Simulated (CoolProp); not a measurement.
Dodecamethylcyclohexasiloxane (D6) along the isotherm 620 K: Z from the reference equation and from simpler models built on Tc = 645.8 K, pc = 9.614 bar, ω = 0.736; each cubic takes its own stable root.

Model: reference Helmholtz-energy equation of state, Colonna 2008, in CoolProp. It is a short technical equation, of lower accuracy than the large ones.

```tsv
p (bar)	phase	reference	van der Waals	Redlich-Kwong	Soave-Redlich-Kwong	Peng-Robinson
0.152	gas	0.9924	0.9948	0.9939	0.9936	0.9930
0.27	gas	0.9864	0.9907	0.9892	0.9886	0.9875
0.481	gas	0.9757	0.9834	0.9806	0.9796	0.9776
0.855	gas	0.9564	0.9701	0.9651	0.9633	0.9598
1.52	gas	0.9214	0.9457	0.9368	0.9333	0.9271
2.7	gas	0.8563	0.8995	0.8833	0.8762	0.8655
4.81	gas	0.7243	0.8032	0.7725	0.7555	0.7371
8.55	liquid	0.1443	0.2375	0.1827	0.1638	0.1459
15.2	liquid	0.2405	0.3521	0.2775	0.2632	0.2348
27	liquid	0.4007	0.5641	0.4403	0.4267	0.3813
48.1	liquid	0.6679	0.9222	0.7096	0.6961	0.6231
```
